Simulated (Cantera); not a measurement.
**Thermodynamics of tantalum, niobium, vanadium and zirconium in process gases, feed V + O2 + N2**

Input: 1 mol V, 5 mol O2, 27 mol N2, at 0.350 bar.

These are equilibrium values from Cantera (NASA tables, ideal gas, pure condensed phases), not measurements of a reactor. Candidate condensed phases: V, VN, VO, V2O3, V2O4, V2O5; 13 gas species. Condensed phases not in the tables: the oxides between V2O3 and V2O5 other than VO2. Rates play no part.

From 1377 °C to 1527 °C the condensed part is V2O4(s). From 1552 °C to 1627 °C the condensed part is V2O4(l). The main V-bearing gas is VO2 throughout.

```
T (°C)  log p N2  log p O2  log p NO  log p VO2  log p O  log p NO2  log p N2O  n V2O4(s)  n V2O4(l)
------  --------  --------  --------  ---------  -------  ---------  ---------  ---------  ---------
1377       -0.52     -1.35     -3.16      -5.61    -5.26      -5.95      -7.60      0.500          0
1402       -0.52     -1.35     -3.12      -5.40    -5.14      -5.93      -7.56      0.500          0
1427       -0.52     -1.35     -3.08      -5.20    -5.02      -5.92      -7.52      0.500          0
1452       -0.52     -1.35     -3.04      -5.00    -4.91      -5.90      -7.48      0.500          0
1477       -0.52     -1.35     -3.00      -4.81    -4.80      -5.89      -7.44      0.499          0
1502       -0.52     -1.35     -2.96      -4.63    -4.69      -5.87      -7.41      0.499          0
1527       -0.52     -1.35     -2.92      -4.45    -4.59      -5.86      -7.37      0.498          0
1552       -0.52     -1.35     -2.89      -4.28    -4.49      -5.85      -7.34          0      0.498
1577       -0.52     -1.35     -2.85      -4.13    -4.39      -5.83      -7.30          0      0.497
1602       -0.52     -1.35     -2.82      -3.99    -4.30      -5.82      -7.27          0      0.495
1627       -0.52     -1.35     -2.79      -3.85    -4.20      -5.81      -7.24          0      0.494
```
log p: log10 of the partial pressure in bar; n: condensed amount in mol.
